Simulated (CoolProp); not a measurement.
Saturation properties of dodecamethylpentasiloxane (MD3M).

The numbers come from the reference Helmholtz-energy equation of state, Thol 2019 in CoolProp.

| T (K) | p (MPa) | vapour density (kg/m³) | liquid cp (kJ/(kg K)) | surface tension (mN/m) |
|---|---|---|---|---|
| 324.4 | 5.754e-5 | 0.008212 | 1.770 | 16.0 |
| 330 | 8.639e-5 | 0.01212 | 1.783 | 15.6 |
| 335.6 | 0.0001274 | 0.01758 | 1.796 | 15.2 |
| 341.3 | 0.0001860 | 0.02525 | 1.809 | 14.9 |
| 346.9 | 0.0002654 | 0.03546 | 1.822 | 14.5 |
| 352.5 | 0.0003732 | 0.04908 | 1.834 | 14.1 |
| 358.2 | 0.0005202 | 0.06736 | 1.846 | 13.8 |
| 363.8 | 0.0007112 | 0.09073 | 1.859 | 13.4 |
| 369.4 | 0.0009602 | 0.1207 | 1.871 | 13.1 |
| 375 | 0.001281 | 0.1588 | 1.883 | 12.7 |
| 380.7 | 0.001697 | 0.2074 | 1.895 | 12.4 |
| 386.3 | 0.002214 | 0.2670 | 1.907 | 12.0 |
| 391.9 | 0.002858 | 0.3402 | 1.919 | 11.7 |
| 397.6 | 0.003670 | 0.4313 | 1.931 | 11.3 |

It boils at 503.0 K under 1 atm.

Surface tension comes from a separate correlation (Mulero 2014), older than this fluid's equation and unchecked against measurements.
